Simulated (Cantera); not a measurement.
Equilibrium for metals in furnace atmospheres: Fe + CO + H2

Feed: 1 mol Fe, 4.8 mol CO, 36 mol H2, held at 2000 K.

Method: chemical equilibrium by Gibbs-energy minimisation in Cantera with the NASA 1993 tables (ideal gas, pure condensed phases). Candidate condensed phases: C, C6H6, C7H8, C8H18, Fe, Fe(CO)5, FeO, Fe(OH)2, Fe(OH)3, Fe2O3, Fe3O4, H2O; 114 gas species. Equilibrium is a limit: real reactors are often held back by kinetics, nucleation or transport.

From 10.0 Pa to 1100 Pa nothing is condensed. From 5500 Pa to 3000000 Pa the condensed part is Fe(l). The main Fe-bearing gas is Fe throughout.

```csv
P (Pa),x H2,x H,x CO,x Fe,n Fe(l)
10,0.732,0.139,0.107,0.0223,0
48,0.799,0.0664,0.111,0.0231,0
230,0.832,0.0309,0.113,0.0236,0
1100,0.848,0.0143,0.114,0.0238,0
5500,0.870,0.00647,0.116,0.00663,0.727
26000,0.878,0.00299,0.117,0.00140,0.943
130000,0.881,0.00134,0.117,0.000281,0.989
620000,0.881,0.000613,0.117,5.88e-5,0.998
3000000,0.880,0.000278,0.116,1.22e-5,1.000
```
x: gas mole fraction; n: condensed amount in mol.
